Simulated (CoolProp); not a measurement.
Model: reference Helmholtz-energy equation of state, Lemmon 2006, in CoolProp. It is a short technical equation, of lower accuracy than the large ones.

Task: For nitrous oxide, give the phase and the cp (kJ/(kg K)), cv (kJ/(kg K)) at 149.35 °C and 0.16 MPa.

Result: 
- 149.35 °C and 0.16 MPa: gas; cp 0.990, cv 0.799
